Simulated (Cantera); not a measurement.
Mixture: 8.55 % CH₄, 19.2 % O₂, 72.2 % N₂, at 10.0 bar, adiabatic and at constant pressure. Ignition delay is the time to a rise of 400 K.

Detailed kinetics in Cantera: GRI-Mech 3.0 (53 species, 325 reactions).

### Question
Predict: delay at 1025 K; delay at 1225 K; delay at 1425 K; delay at 1625 K; delay at 1825 K; apparent activation energy between 1725 and 1925 K.

### Answer
```json
{
 "delay at 1025 K": "52.3 ms",
 "delay at 1225 K": "3.30 ms",
 "delay at 1425 K": "0.370 ms",
 "delay at 1625 K": "58.9 µs",
 "delay at 1825 K": "13.3 µs",
 "apparent activation energy between 1725 and 1925 K": "180 kJ/mol"
}
```
